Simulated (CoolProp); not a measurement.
Methane along the isobar 4.33 MPa: Z from the reference equation and from simpler models built on Tc = 190.6 K, pc = 4.599 MPa, ω = 0.011; each cubic takes its own stable root.

Model: reference Helmholtz-energy equation of state, Setzmann 1991, in CoolProp.

```
T (K)   phase  reference
-----  ------  ---------
124.2  liquid     0.1648
140.5  liquid     0.1556
156.8  liquid     0.1514
173.1  liquid     0.1546
189.5     gas     0.4687
205.8     gas     0.6895
222.1     gas     0.7763
238.4     gas     0.8305
254.7     gas     0.8680
271       gas     0.8956
287.3     gas     0.9166
303.6     gas     0.9330
319.9     gas     0.9460
336.2     gas     0.9565
352.5     gas     0.9651
368.8     gas     0.9722
```

How far does each simpler model (van der Waals, Peng-Robinson) lie from the reference over these 16 states: mean and median of the absolute difference, and the worst?


- van der Waals: mean 12.8 %, median 1.7 %, worst +44.8 % at 173.1 K and 4.33 MPa
- Peng-Robinson: mean 3.7 %, median 2.7 %, worst -10.8 % at 124.2 K and 4.33 MPa
